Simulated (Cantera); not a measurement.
Charge: 1 mol TEOS, 2.2 mol O3, 7.7 mol N2, 7.2 mol N2O, held at 1475 °C and 18.0 Pa.

Method: chemical equilibrium by Gibbs-energy minimisation in Cantera with the NASA 1993 tables (ideal gas, pure condensed phases). The feed counts by its element totals alone. The tables hold silica as quartz up to 1696 K and as liquid above; real silica turns to tridymite and cristobalite and melts near 1996 K. The numbers say what is thermodynamically allowed, not how fast it happens.

```
species                 before   after
--------------------  --------  ------
N2                       0.450   0.453
H2                       0.127   0.218
CO2                     0.0661   0.152
H2O                      0.172  0.0856
CO                       0.176  0.0916
SiO                    0.00315   <1e-9
H                      0.00606   <1e-9
OH                    0.000481   <1e-9
NO                     1.89e-5   <1e-9
O                      1.81e-5   <1e-9
O2                     1.10e-5   <1e-9
SiO2(condensed), mol     0.895       0
SiO2(α-quartz), mol          0    1.00
```
Gas species are given as mole fractions.

Question: Which change was made?
A) TEOS replaced by HMDSO
B) O3 from 2.2 to 3.4 mol
C) N2O from 7.2 to 0.37 mol
D) temperature from 1475 °C to 527 °C

Answer: D, temperature from 1475 °C to 527 °C
